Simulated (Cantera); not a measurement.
A closed system holds: 1 mol SiC, 0.21 mol C, 0.12 mol H2, held at 10.0 mbar.

Cantera equilibrium calculation (NASA polynomials, part measured and part estimated; ideal gas, pure solids and liquids). Candidate condensed phases: C, C6H6, C7H8, C8H18, Si, SiC; 87 gas species. Gases not in the tables: Si2H6 and higher silanes. The numbers say what is thermodynamically allowed, not how fast it happens.

Task: At 2600 K, list the 7 most abundant gas species with their mole fractions, and the condensed phases.

Result: H2 0.323, Si 0.293, H 0.218, SiC2 0.1000, Si2C 0.0535, C2H2 (acetylene) 0.00524, SiH 0.00379. Condensed: C(graphite) + SiC(s).
